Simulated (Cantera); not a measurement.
An isothermal, constant-pressure homogeneous reactor starts with H₂ : O₂ = 0.047 : 1 (molar parts), at 900 K and 0.00690 bar.

Detailed kinetics in Cantera: GRI-Mech 3.0 (53 species, 325 reactions). Radical loss at walls, strong at low pressure, is not modelled. Below about 950 K walls govern HO2 and H2O2 in real vessels. The temperature is held fixed by assumption; the heat of reaction is taken as removed at once.

x: mole fraction; the columns are a selection and need not sum to one.

| t (s) | x H₂ | x O₂ | x H₂O | x OH | x HO₂ | x H |
|---|---|---|---|---|---|---|
| 9.00e-6 | 0.0449 | 0.955 | <1e-12 | <1e-12 | <1e-12 | <1e-12 |
| 4.93e-5 | 0.0449 | 0.955 | <1e-12 | <1e-12 | <1e-12 | <1e-12 |
| 0.000270 | 0.0449 | 0.955 | <1e-12 | <1e-12 | 2.79e-12 | 2.36e-12 |
| 0.00148 | 0.0449 | 0.955 | 1.41e-11 | 6.56e-12 | 1.56e-11 | 1.48e-11 |
| 0.00811 | 0.0449 | 0.955 | 9.52e-9 | 2.06e-9 | 2.66e-10 | 3.94e-9 |
| 0.0444 | (withheld) | 0.940 | (withheld) | (withheld) | (withheld) | (withheld) |
| 0.243 | 5.62e-5 | 0.953 | 0.0457 | 0.000147 | 1.86e-6 | 6.07e-5 |
| 1.33 | (withheld) | 0.954 | 0.0459 | (withheld) | (withheld) | (withheld) |
| 7.30 | 6.41e-8 | 0.954 | 0.0459 | 6.30e-6 | 2.21e-8 | 4.95e-9 |
| 40.0 | 4.26e-9 | 0.954 | 0.0459 | 1.99e-6 | 2.55e-9 | 1.58e-10 |

**Question.** Fill in the missing entries.

**Answer.** 
- 0.0444, x H₂: 0.00202
- 0.0444, x H₂O: 0.0385
- 0.0444, x OH: 0.00122
- 0.0444, x HO₂: 5.25e-6
- 0.0444, x H: 0.00833
- 1.33, x H₂: 1.83e-6
- 1.33, x OH: 2.63e-5
- 1.33, x HO₂: 2.47e-7
- 1.33, x H: 3.76e-7
